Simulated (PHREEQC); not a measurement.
A column of 1 m (30 cells, dispersivity 0.08 m, 300 s a shift, diffusion coefficient 3e-10 m²/s) holds 0.0079 eq of the database's cation exchanger X per kg of pore water, first in equilibrium with 0.035 mol/kgw NH4Cl and 1e-05 mol/kgw HCl. It is flushed with 1.3 mmol/kgw CaCl2, 0.72 mmol/kgw KCl and 0.01 mmol/kgw HCl, at 25 °C. Values are for the last cell. CO2 from the air is kept out. No solid was allowed to form.

The series has 31 steps of pore volumes, from 0 to 7.017.

The numbers come from PHREEQC with the ion-association model, phreeqc.dat.

**Question.** After how many pore volumes does K at the outlet first reach half of its feed value?

**Answer.** By 2.6 pore volumes; it later peaks at 0.00144 mol/kgw, above the feed's 0.000720.

**Question.** After how many pore volumes does Ca at the outlet first reach half of its feed value?

**Answer.** By 4.0 pore volumes.
